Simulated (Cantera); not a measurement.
An isothermal, constant-pressure homogeneous reactor starts with 8.26 % H2, 91.7 % O2, equivalence ratio 0.045, at 1250 K and 8.25 Torr.

Detailed kinetics in Cantera: the H2/O2 subset of GRI-Mech 3.0, which has no nitrogen chemistry. Radical loss at walls, strong at low pressure, is not modelled. The temperature is held fixed by assumption; the heat of reaction is taken as removed at once.

x: mole fraction; the columns are a selection and need not sum to one.

```
t (s)         x H2   x O2    x H2O2       x O       x H     x H2O
--------  --------  -----  --------  --------  --------  --------
2.00e-5     0.0826  0.917    <1e-12  5.44e-10   2.38e-9  8.10e-11
5.63e-5     0.0826  0.917  1.89e-12   3.53e-9   5.90e-9   1.42e-9
0.000159    0.0826  0.917  1.50e-11   2.45e-8   2.11e-8   2.30e-8
0.000447    0.0826  0.917  1.18e-10   4.88e-7   3.37e-7   7.63e-7
0.00126     0.0806  0.916       ___  0.000814  0.000558   0.00138
0.00355    0.00211  0.858   1.06e-7    0.0484    0.0166    0.0693
0.0100     0.00180  0.865   1.07e-7    0.0420    0.0132    0.0720
0.0282     0.00126  0.881   1.11e-7    0.0282   0.00735    0.0770
0.0794    0.000517  0.901   1.03e-7    0.0110   0.00182    0.0825
0.224     0.000106  0.911       ___   0.00223  0.000166    0.0851
0.630      1.62e-5  0.913       ___  0.000340   9.88e-6    0.0858
1.77       2.76e-6  0.914       ___   5.82e-5   7.01e-7    0.0860
5.00       5.91e-7  0.914       ___   1.25e-5   6.98e-8    0.0861
```

Question: What belongs in the gaps?

Answer: 
- 0.00126, x H2O2: 3.37e-9
- 0.224, x H2O2: 6.47e-8
- 0.630, x H2O2: 2.75e-8
- 1.77, x H2O2: 9.79e-9
- 5.00, x H2O2: 3.33e-9
